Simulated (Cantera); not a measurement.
An adiabatic, constant-volume homogeneous reactor starts with CH₄ : H₂ : O₂ : N₂ : H₂O = 1 : 0.1 : 0.854 : 3.21 : 0.49 (molar parts), equivalence ratio 2.4, at 1700 K and 9.87 atm.

Cantera simulation using GRI-Mech 3.0 (53 species, 325 reactions); the numbers are that mechanism's predictions, not measurements.

Question: Predict: time of steepest temperature rise; temperature at 0.400 s; equilibrium temperature; x(CH₄) at 0.400 s; x(H₂) at 0.400 s; x(O₂) at 0.400 s; x(CO) at 0.400 s; x(CO₂) at 0.400 s.

Answer: 
```
Property                                                             Value
---------------------------------  ---------------------------------------
time of steepest temperature rise                                  38.1 µs
temperature at 0.400 s                                              2712 K
equilibrium temperature                                             2712 K
x(CH₄) at 0.400 s                  4.47e-9 (gas-phase equilibrium 5.02e-9)
x(H₂) at 0.400 s                       0.216 (gas-phase equilibrium 0.216)
x(O₂) at 0.400 s                   6.75e-6 (gas-phase equilibrium 6.75e-6)
x(CO) at 0.400 s                       0.132 (gas-phase equilibrium 0.132)
x(CO₂) at 0.400 s                    0.0145 (gas-phase equilibrium 0.0145)
```
